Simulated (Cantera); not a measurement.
A perfectly stirred reactor is fed with CH4 : H2 : H = 0.008 : 1 : 0.0095 (molar parts), at 0.132 atm; it is held at 1525 K, and followed from long to short residence time.

Cantera simulation using GRI-Mech 3.0 (53 species, 325 reactions); the numbers are that mechanism's predictions, not measurements. GRI-Mech 3.0 stops at C3 and has no aromatics, soot or wall deposition, so with more carbon than oxygen in the feed, carbon stays in small species such as C2H2 where larger ones or solid carbon would form.

### Question
What does this change do: CH4 0.008 to 0.076 parts?

### Answer
| quantity | before | after |
|---|---|---|
| x(CH4) at τ = 6.90 s | 0.00640 | 0.0392 |
| x(H2) at τ = 6.90 s | 0.993 | 0.946 |
| x(H) at τ = 6.90 s | 8.55e-5 | 5.99e-5 |
| x(C2H6) at τ = 6.90 s | 1.20e-7 | 2.87e-6 |
| x(C2H) at τ = 6.90 s | 1.35e-10 | 1.95e-9 |
| x(CH4) at τ = 0.130 s | 0.00709 | 0.0638 |
| x(H2) at τ = 0.130 s | 0.992 | 0.933 |
| x(H) at τ = 0.130 s | 0.000389 | 0.000110 |
| x(C2H6) at τ = 0.130 s | 8.02e-7 | 1.66e-5 |
| x(C2H) at τ = 0.130 s | 3.02e-10 | 6.88e-10 |
